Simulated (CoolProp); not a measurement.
The fluid at 405.67 K and 6.21 MPa (gas) is heated at constant pressure to 527.1 K. The same conditions are run with several fluids, on thermodynamics alone (safety and materials aside).

Values from CoolProp's reference Helmholtz-energy equation of state of each fluid (carbonyl sulfide: Lemmon 2006; carbon dioxide: Span 1996; hydrogen chloride: Thol 2018; hydrogen sulfide: Lemmon 2006; ammonia: Gao 2020).

```
fluid              heat (kJ/kg)  final density (kg/m³)
-----------------  ------------  ---------------------
carbonyl sulfide            131                   95.9
carbon dioxide              135                   64.4
hydrogen chloride           116                   54.6
hydrogen sulfide            163                   52.0
ammonia                     390                   26.2
```
